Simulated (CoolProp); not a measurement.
Vapour-liquid equilibrium of fluoroethane (R161) (1) + R1234yf (2) at -61.75 °C; x and y are mole fractions of (1).

Computed with CoolProp (multi-fluid Helmholtz-energy mixture model, Wu 2012 and Lemmon 2022; pair parameters Bell 2016).

**Question.** Give the bubble pressure and the first vapour's composition at x = 0.35, 0.65, 0.85. Is there an azeotrope?

**Answer.** x = 0.35: 0.02357 MPa, y = 0.467; x = 0.65: 0.02648 MPa, y = 0.728; x = 0.85: 0.02793 MPa, y = 0.880. No azeotrope shows between x = 0.05 and 0.95.

The pair parameters rest on a limited set of measurements; away from them the model extrapolates.
